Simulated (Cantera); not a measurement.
Feed: 1 mol C2H4, 0.18 mol O2, at 2098 K and 69000 Pa.

These are equilibrium values from Cantera (NASA tables, ideal gas, pure condensed phases), not measurements of a reactor. Candidate condensed phases: C, C6H6, C7H8, C8H18, H2O; 110 gas species. The numbers say what is thermodynamically allowed, not how fast it happens.

Base state: H2 0.843, CO 0.152, H 0.00340, C2H2 (acetylene) 0.00120, CH4 0.000163, CH3 1.28e-5 (mole fractions); condensed: C(graphite).

Question: What changes in the equilibrium state with this change: temperature from 2098 K to 1175 K?

Answer: 
```
species             before     after
----------------  --------  --------
H2                   0.843     0.837
CO                   0.152     0.151
CH4               0.000163   0.00925
H                  0.00340   1.35e-7
C2H2 (acetylene)   0.00120   5.33e-8
CO2                2.62e-7  0.000424
CH3                1.28e-5   2.82e-8
C(graphite), mol      1.63      1.63
```
